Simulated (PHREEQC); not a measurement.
Consider water at 25 °C with 0.0015 mol HF, 0.0054 mol (CH3)4NF and 0.066 mol HCl per kg of water. Closed to the air; pH follows from the charge balance.

The numbers come from PHREEQC with the ion-association model, phreeqc.dat.

This is a speciation only: nothing precipitates in the calculation.

**Question.** What pH does the model give?

**Answer.** pH 1.29.

**Question.** In which forms is F present?

**Answer.** HF 98 %, F- 1.6 % of the F.

Complexes and solids missing from the database can't appear. (CH3)4N+ isn't in the database: it is added as a free cation with an ion size of 4 Å.
